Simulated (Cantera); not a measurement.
Input: 1 mol NH3, 3.8 mol H2, 2.4 mol O2, at 345 Torr.

Equilibrium computed with Cantera from the NASA thermochemical tables; the gas is ideal and each condensed phase is pure. Candidate condensed phases: H2O; 47 gas species. Ions and electrons are included (thermal ionisation). Rates play no part.

x: gas mole fraction; nothing condenses.

```
T (°C)     x H2O       x H       x O     x H2      x OH    x N2      x O2
------  --------  --------  --------  -------  --------  ------  --------
1727       0.826  0.000704   4.02e-6   0.0862  0.000674  0.0861   1.66e-5
1977       0.818   0.00324  0.000116   0.0877   0.00454  0.0857  0.000454
2227       0.779    0.0117   0.00146   0.0998    0.0189  0.0837   0.00467
2477           ?         ?         ?        ?         ?  0.0785         ?
2727       0.495    0.0975    0.0311    0.175    0.0913  0.0693    0.0347
2977       0.287     0.209    0.0783    0.194     0.122  0.0570    0.0451
3227       0.120     0.355     0.146    0.167     0.118  0.0451    0.0406
3477      0.0355     0.489     0.212    0.110    0.0831  0.0368    0.0262
3727     0.00846     0.576     0.255   0.0601    0.0474  0.0326    0.0135
3977     0.00192     0.622     0.278   0.0308    0.0249  0.0306   0.00645
4227           ?     0.643     0.289        ?         ?  0.0295         ?
4477    0.000123     0.653     0.294  0.00855   0.00709  0.0283   0.00155
4727     3.65e-5     0.658     0.296  0.00481   0.00403  0.0265  0.000821
```

Q: What belongs in the gaps?

A: 
- 2477, x H2O: 0.672
- 2477, x H: 0.0369
- 2477, x O: 0.00870
- 2477, x H2: 0.134
- 2477, x OH: 0.0498
- 2477, x O2: 0.0176
- 4227, x H2O: 0.000461
- 4227, x H2: 0.0159
- 4227, x OH: 0.0131
- 4227, x O2: 0.00310
